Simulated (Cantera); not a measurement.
A perfectly stirred reactor is fed with H2 : O2 : N2 = 1 : 0.649 : 2.44 (molar parts), at 500000 Pa; it is adiabatic with a 398 K inlet, and is followed from long to short residence time, starting on the burning branch (τ in s: 0.021, 0.011, 0.0057, 0.003, 0.0016, 0.00083, 0.00044, 0.00023, 0.00012, 6.3e-05, 3.3e-05, 1.7e-05, 9.1e-06).

Cantera simulation using GRI-Mech 3.0 (53 species, 325 reactions); the numbers are that mechanism's predictions, not measurements. The hydrogen kinetics of GRI-Mech 3.0 are dated; newer H2 mechanisms differ, most at raised pressure.

Task: What does this change do: pressure from 500000 Pa to 350000 Pa?

Result: 
```csv
quantity,before,after
"blow-out, bracketed by the residence times tried","burning at 9.10 µs, the shortest tried","burning at 9.10 µs, the shortest tried"
x(H2) at τ = 21.0 ms,0.000878,0.00108
x(O2) at τ = 21.0 ms,0.0403,0.0403
x(H2O2) at τ = 21.0 ms,4.49e-7,3.76e-7
x(NO) at τ = 21.0 ms,0.000946,0.000805
x(NO2) at τ = 21.0 ms,1.20e-6,8.56e-7
x(H2) at τ = 0.440 ms,0.00382,0.00542
x(O2) at τ = 0.440 ms,0.0410,0.0412
x(H2O2) at τ = 0.440 ms,8.02e-7,7.22e-7
x(NO) at τ = 0.440 ms,8.50e-5,8.01e-5
x(NO2) at τ = 0.440 ms,1.28e-7,8.36e-8
```
